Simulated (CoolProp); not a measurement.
A single-stage vapour-compression cycle with propane: evaporating at 196.15 K (dew point), condensing at 262.15 K (bubble point), superheat 5 K, subcooling 5 K, compressor efficiency 0.75, no pressure losses. Each further row changes one setting.

Computed with CoolProp (reference Helmholtz-energy equation of state, Lemmon 2009).

```
case                              cooling COP  pressure ratio  discharge temperature (K)  refrigerating effect (kJ/kg)  volumetric capacity (kJ/m³)
--------------------------------  -----------  --------------  -------------------------  ----------------------------  ---------------------------
as stated                                1.76            21.1                      328.1                           329                          139
evaporating temperature 201.15 K         2.00            15.4                      320.9                           336                          189
condensing temperature 257.15 K          1.96            17.8                      320.8                           341                          144
subcooling 10 K                          1.83            21.1                      328.1                           341                          144
superheat 15 K                           1.75            21.1                      339.6                           343                          138
compressor efficiency 0.65               1.53            21.1                      343.4                           329                          139
```
